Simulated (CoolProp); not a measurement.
Vapour-liquid equilibrium of R22 (1) + R114 (2) at 51.05 °C; x and y are mole fractions of (1).

Computed with CoolProp (multi-fluid Helmholtz-energy mixture model, Kamei 1995 and Platzer 1990; pair parameters Bell 2016). This equation is an older, rougher fit; its heat capacities, sound speeds and derivatives of the liquid may be far off and weren't checked against measurements.

| x | bubble pressure, mixture model (bar) | bubble pressure, Raoult's law (bar) | y, mixture model | y, Raoult's law |
|---|---|---|---|---|
| 0.05 | 5.714 | 5.361 | 0.209 | 0.186 |
| 0.2 | 8.484 | 7.657 | 0.505 | 0.520 |
| 0.35 | 10.74 | 9.952 | 0.648 | 0.700 |
| 0.5 | 12.79 | 12.25 | 0.746 | 0.812 |
| 0.65 | 14.81 | 14.54 | 0.827 | 0.889 |
| 0.8 | 16.90 | 16.84 | 0.903 | 0.945 |
| 0.95 | 19.13 | 19.13 | 0.976 | 0.988 |

The largest gap from Raoult's law is +10.8 % in bubble pressure, at x = 0.2. No azeotrope shows between x = 0.05 and 0.95.

The pair parameters rest on a limited set of measurements; away from them the model extrapolates.
